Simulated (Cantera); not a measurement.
Mixture: H2 : O2 : N2 = 1 : 1.09 : 3.91 (molar parts), equivalence ratio 0.46, at 5.50 bar, adiabatic and at constant volume. Ignition delay is the time to a rise of 400 K.

Computed with Cantera and the H2/O2 subset of GRI-Mech 3.0, which has no nitrogen chemistry. The hydrogen kinetics of GRI-Mech 3.0 are dated; newer H2 mechanisms differ, most at raised pressure. Where the delays flatten at high temperature, the 400 K rule measures the pace of heat release, not the induction time.

Question: What does this change do: pressure from 5.50 bar to 0.430 bar?

Answer: 
```csv
quantity,before,after
delay at 1225 K,11.7 µs,0.105 ms
delay at 1425 K,3.48 µs,69.1 µs
delay at 1625 K,1.96 µs,71.8 µs
delay at 1825 K,1.48 µs,92.6 µs
```
